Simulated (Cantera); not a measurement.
A freely propagating, adiabatic, planar premixed flame of H₂ : O₂ : N₂ = 1 : 0.333 : 1.25 (molar parts), equivalence ratio 1.5, unburnt at 350 K and 6830 Torr; mixture-averaged transport, grid criteria slope 0.08 and curve 0.16, no radiation.

Detailed kinetics in Cantera: the H2/O2 subset of GRI-Mech 3.0, which has no nitrogen chemistry. The hydrogen kinetics of GRI-Mech 3.0 are dated; newer H2 mechanisms differ, most at raised pressure. Burning velocities carry a grid error of a few per cent, more on coarse grids.

Problem. What does this change do: inlet temperature 350 to 550 K?

Solution. 
```tsv
quantity	before	after
laminar burning velocity	337 cm/s	738 cm/s
thermal thickness	0.0225 mm	0.0255 mm
peak x(O)	0.00244	0.00352
peak x(HO₂)	0.00161	0.00140
peak x(H)	0.0322	0.0427
```

Problem. What does this change do: inlet temperature 350 to 400 K?

Solution. 
| quantity | before | after |
|---|---|---|
| laminar burning velocity | 337 cm/s | 421 cm/s |
| thermal thickness | 0.0225 mm | 0.0231 mm |
| peak x(O) | 0.00244 | 0.00270 |
| peak x(HO₂) | 0.00161 | 0.00157 |
| peak x(H) | 0.0322 | 0.0348 |

Problem. What does this change do: inlet temperature 350 to 450 K?

Solution. 
```csv
quantity,before,after
laminar burning velocity,337 cm/s,514 cm/s
thermal thickness,0.0225 mm,0.0238 mm
peak x(O),0.00244,0.00295
peak x(HO₂),0.00161,0.00152
peak x(H),0.0322,0.0374
```
